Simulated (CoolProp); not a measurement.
A single-stage vapour-compression cycle with R404A: evaporating at 225.15 K (dew point), condensing at 292.15 K (bubble point), superheat 0 K, subcooling 8 K, compressor efficiency 0.65, no pressure losses. Each further row changes one setting.

Computed with CoolProp (reference Helmholtz-energy equation of state, Lemmon 2003). It is a pseudo-pure fit of the blend.

| case | cooling COP | pressure ratio | discharge temperature (K) | refrigerating effect (kJ/kg) | volumetric capacity (kJ/m³) |
|---|---|---|---|---|---|
| as stated | [?] | 11.9 | 330.6 | 123 | 601 |
| evaporating temperature 230.15 K | 1.82 | [?] | [?] | [?] | 773 |
| condensing temperature 287.15 K | [?] | 10.4 | 324.3 | 130 | 636 |
| subcooling 13 K | 1.69 | 11.9 | 330.6 | 130 | 636 |
| superheat 10 K | 1.61 | 11.9 | [?] | 131 | 608 |
| compressor efficiency 0.55 | [?] | 11.9 | 344.0 | 123 | 601 |

**Question.** Some entries are withheld; supply them.

**Answer.** 
- as stated, cooling COP: 1.60
- evaporating temperature 230.15 K, pressure ratio: 9.37
- evaporating temperature 230.15 K, discharge temperature (K): 326.3
- evaporating temperature 230.15 K, refrigerating effect (kJ/kg): 126
- condensing temperature 287.15 K, cooling COP: 1.80
- superheat 10 K, discharge temperature (K): 342.1
- compressor efficiency 0.55, cooling COP: 1.35
